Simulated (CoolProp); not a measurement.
Ethane at several states: density (kg/m³) from the reference equation and from simpler models built on Tc = 32.2 °C, pc = 4.872 MPa, ω = 0.099; each cubic takes its own stable root.

Computed with CoolProp (reference Helmholtz-energy equation of state, Bücker 2006).

```tsv
T (°C)	p (MPa)	phase	reference
154.85	5.12	supercritical	48.91
258.05	3.88	gas	27.36
-139.65	27	liquid	617.4
```

Q: How far does each simpler model (van der Waals, Redlich-Kwong, Soave-Redlich-Kwong, Peng-Robinson) lie from the reference over these 3 states: mean and median of the absolute difference, and the worst?

A: 
- van der Waals: mean 12.9 %, median 2.9 %, worst -33.9 % at -139.65 °C and 27 MPa
- Redlich-Kwong: mean 1.9 %, median 1.1 %, worst -3.7 % at -139.65 °C and 27 MPa
- Soave-Redlich-Kwong: mean 1.8 %, median 0.9 %, worst -4.0 % at -139.65 °C and 27 MPa
- Peng-Robinson: mean 3.4 %, median 1.8 %, worst +7.5 % at -139.65 °C and 27 MPa
